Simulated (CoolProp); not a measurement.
Model: reference Helmholtz-energy equation of state, Kamei 1995, in CoolProp.

**Question.** For R22, give the phase and the Z, isothermal compressibility (1/MPa), viscosity (µPa s), Prandtl number at -63.65 °C and 0.101 MPa.

**Answer.** 
- -63.65 °C and 0.101 MPa: liquid; Z 0.00340, isothermal compressibility 0.00121, viscosity 404, Prandtl number 3.46

Viscosity comes from a separate model (Bell 2016), an estimate that may be off by 10 % or more. Thermal conductivity comes from a separate model (McLinden 2000), an estimate that may be off by 10 % or more.
